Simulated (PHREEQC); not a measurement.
A made-up water analysis in mg/kgw, 25 °C, pH 2.74, pe 8.5:

```tsv
constituent	mg/kgw
Na	428
K	4.18
Ca	143
Mg	84.4
Cl	398
S(6) as SO4	1230
Cu(2)	0.831
```

Valence states are taken as typed.

Equilibrium calculation in PHREEQC: ion-association model, wateq4f.dat.

```
Property                       Value
--------------------  --------------
ionic strength        0.0446 mol/kgw
total alkalinity        -3.07 meq/kg
charge-balance error          -1.5 %
```

```tsv
species	molality	activity	log γ
Na+	0.0182	0.0151	-0.081
Cl-	0.0112	0.00921	-0.086
SO4-2	0.00922	0.00440	-0.322
Ca+2	0.00250	0.00122	-0.312
Mg+2	0.00230	0.00115	-0.303
H+	0.00212	0.00182	-0.066
MgSO4	0.00117	0.00118	0.004
CaSO4	0.00106	0.00107	0.004
HSO4-	0.000940	0.000778	-0.082
NaSO4-	0.000399	0.000333	-0.078
K+	0.000104	8.51e-5	-0.086
CaHSO4+	1.37e-5	1.14e-5	-0.082
Cu+2	8.98e-6	4.46e-6	-0.304
CuSO4	3.96e-6	4.00e-6	0.004
KSO4-	3.15e-6	2.63e-6	-0.078
```

Precipitation was switched off in this run.
